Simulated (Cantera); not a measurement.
**Silicon oxide and oxynitride deposition: Si₂H₆ + H₂O**

A closed system holds: 1 mol Si₂H₆, a varied amount of H₂O, held at 1000 K and 1.20 mbar.

Equilibrium computed with Cantera from the NASA thermochemical tables; the gas is ideal and each condensed phase is pure. Candidate condensed phases: H₂O, Si, SiO₂; 18 gas species. The feed counts by its element totals alone. Rates play no part.

```tsv
n(H₂O) (mol)	log p H₂	log p H₂O	log p SiO	log p H	n Si(s)	n SiO₂(β-quartz)
1.3	-2.92	-11.93	-9.28	-10.10	1.35	0.650
2.3	-2.92	-11.93	-9.28	-10.10	0.850	1.15
3.3	-2.92	-11.93	-9.28	-10.10	0.350	1.65
4.2	-2.93	-4.48	<-14	-10.11	0	2.00
5.2	-2.99	-3.76	<-14	-10.14	0	2.00
6.1	-3.03	-3.56	<-14	-10.16	0	2.00
7.1	-3.08	-3.43	<-14	-10.18	0	2.00
```
log p: log10 of the partial pressure in bar; n: condensed amount in mol.

From 1.3 mol H₂O to 3.3 mol H₂O the condensed part is Si(s) + SiO₂(β-quartz). From 4.2 mol H₂O to 7.1 mol H₂O the condensed part is SiO₂(β-quartz).
